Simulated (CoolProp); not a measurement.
Aqueous propylene glycol as a coolant, at 40 °C, 1 atm.

Computed with CoolProp (Melinder's fits for secondary coolants).

```json
[
 {"mass %": "3.7", "freezing point (°C)": "-0.8", "conductivity (W/(m K))": "0.607", "density (kg/m³)": "995.1", "cp (kJ/(kg K))": "4.148", "viscosity (mPa s)": "0.735"},
 {"mass %": "12.2", "freezing point (°C)": "-3.7", "conductivity (W/(m K))": "0.556", "density (kg/m³)": "1001", "cp (kJ/(kg K))": "4.085", "viscosity (mPa s)": "0.940"},
 {"mass %": "20.6", "freezing point (°C)": "-7.5", "conductivity (W/(m K))": "0.509", "density (kg/m³)": "1007", "cp (kJ/(kg K))": "4.013", "viscosity (mPa s)": "1.19"},
 {"mass %": "29.1", "freezing point (°C)": "-12.2", "conductivity (W/(m K))": "0.465", "density (kg/m³)": "1013", "cp (kJ/(kg K))": "3.921", "viscosity (mPa s)": "1.53"},
 {"mass %": "37.6", "freezing point (°C)": "-18.4", "conductivity (W/(m K))": "0.424", "density (kg/m³)": "1019", "cp (kJ/(kg K))": "3.807", "viscosity (mPa s)": "1.99"},
 {"mass %": "46", "freezing point (°C)": "-26.9", "conductivity (W/(m K))": "0.387", "density (kg/m³)": "1023", "cp (kJ/(kg K))": "3.675", "viscosity (mPa s)": "2.57"},
 {"mass %": "54.5", "freezing point (°C)": "-39.3", "conductivity (W/(m K))": "0.351", "density (kg/m³)": "1027", "cp (kJ/(kg K))": "3.528", "viscosity (mPa s)": "3.36"}
]
```
